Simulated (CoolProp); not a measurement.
R236FA at 302.26 K and 0.199 MPa flows at 0.12 m/s in a round tube of 6 mm bore and 1.5 µm roughness, fully developed (64/Re and Nu = 3.66 if laminar; Colebrook and Gnielinski if turbulent). Each further row changes one setting.

Computed with CoolProp (reference Helmholtz-energy equation of state, Pan 2012).

| case | Reynolds number | Darcy friction factor | pressure drop (Pa/m) | heat-transfer coefficient (W/(m² K)) | mass flow (kg/h) |
|---|---|---|---|---|---|
| as stated | 837 | 0.0765 | 1.18 | 7.94 | 0.157 |
| velocity 0.24 m/s | 1670 | 0.0382 | 2.36 | 7.94 | 0.314 |
| diameter 12 mm | 1670 | 0.0382 | 0.295 | 3.97 | 0.628 |

Viscosity comes from a separate model (Huber 2003), an estimate that may be off by 10 % or more. Thermal conductivity comes from a separate model (Huber 2003), an estimate that may be off by 10 % or more.
